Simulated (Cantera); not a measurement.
What does this Cantera script print?

```python
import numpy as np
import cantera as ct

gas_names = """
    CL CL2 H HCL H2 N NH NH2 NH3 N2 N2H2 N2H4 Si SiCL SiCL2 SiCL3 SiCL4 SiH SiHCL3 SiH2 SiH2CL2 SiH3
    SiH3CL SiH4 SiN Si2 Si2N Si3
""".split()
cond_names = """
    NH4CL(a) NH4CL(b) Si(cr) Si(L) Si3N4(a)
""".split()


def load(file, names, dense=False):
    # The tables refer to 1 bar. Condensed volumes are neglected.
    table = {s.name: s for s in ct.Species.list_from_file(file)}
    out = []
    for n in names:
        d = dict(table[n].input_data)
        d["thermo"] = dict(d["thermo"], **{"reference-pressure": 1e5})
        if dense:
            d["equation-of-state"] = {"model": "constant-volume", "density": "1e6 g/cm^3"}
        out.append(ct.Species.from_dict(d))
    return out


gas = ct.Solution(thermo="ideal-gas", species=load("nasa_gas.yaml", gas_names))
cond = {s.name: ct.Solution(thermo="fixed-stoichiometry", species=[s], name=s.name)
        for s in load("nasa_condensed.yaml", cond_names, dense=True)}
atoms = {
    'SiH2Cl2': {'Si': 1, 'H': 2, 'CL': 2},
    'N2': {'N': 2},
}
top_T = {'Si3N4(a)': 2400}  # K; cautious upper limits of use, not melting points


def equilibrate(T, P, feed):
    n = {}
    for name, mol in feed.items():
        for a, k in atoms[name].items():
            n[a] = n.get(a, 0.0) + k * mol
    gas.TPX = T, P, n
    mass = sum(n.values()) * gas.mean_molecular_weight
    gas.equilibrate("TP")
    valid = [c for c in cond.values() if c.min_temp <= T <= top_T.get(c.name, c.max_temp)]
    mix = ct.Mixture([(gas, mass / gas.mean_molecular_weight)] + [(c, 0.0) for c in valid])
    mix.T, mix.P = T, P
    mix.equilibrate("TP", solver="vcs", rtol=1e-11, max_steps=5000)
    return mix


results = []
feed = {'SiH2Cl2': 1, 'N2': 29}  # mol
T = 1650  # K
P = 44000  # Pa
mix = equilibrate(T, P, feed)
results.append((T, P, feed, dict(zip(mix.species_names, mix.species_moles))))
print(gas.report(threshold=0.0001))
for i in range(1, mix.n_phases):
    print(f"{mix.phase(i).name:16s} {mix.phase_moles(i):12.5e} mol")
```

Output:

```
       temperature   1650 K
          pressure   44000 Pa
           density   0.092713 kg/m^3
  mean mol. weight   28.907 kg/kmol
   phase of matter   gas

                          1 kg             1 kmol
                     ---------------   ---------------
          enthalpy        1.2989e+06        3.7549e+07  J
   internal energy        8.2436e+05         2.383e+07  J
           entropy              8826        2.5514e+05  J/K
    Gibbs function       -1.3264e+07       -3.8343e+08  J
 heat capacity c_p            1227.6             35488  J/K
 heat capacity c_v            940.01             27173  J/K

                      mass frac. Y      mole frac. X     chem. pot. / RT
                     ---------------   ---------------   ---------------
               HCL          0.052229          0.041412           -36.428
                H2        0.00084189          0.012072           -24.123
                N2           0.90744           0.93638           -27.197
             SiCL2          0.024383         0.0071207           -57.821
             SiCL3         0.0086056         0.0018504           -82.188
             SiCL4         0.0062023         0.0010554           -106.56
     [  +22 minor]        0.00029488        0.00010817

Si(cr)            0.00000e+00 mol
Si3N4(a)          2.30939e-01 mol
```

Cantera equilibrium calculation (NASA polynomials, part measured and part estimated; ideal gas, pure solids and liquids). The tables' values for SiCl3 are old estimates; treat these amounts as uncertain.
